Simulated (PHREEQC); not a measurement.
**Alkaline etch or developer: speciation**

A solution holds 100 mmol/kgw TMAH, 0.36 mmol/kgw K2SiO3 and 4.5 mmol/kgw Na2CO3, at 25 °C. Closed to the air; pH follows from the charge balance.

Computed with PHREEQC (ion-association model, phreeqc.dat).

No solid was allowed to form.

What pH, ionic strength does the model give?

pH 12.87; ionic strength 0.114 mol/kgw.

In which forms is C present?

CO3-2 94 %, NaCO3- 5.7 % of the C.

Complexes and solids missing from the database can't appear. (CH3)4N+ isn't in the database: it is added as a free cation with an ion size of 4 Å.
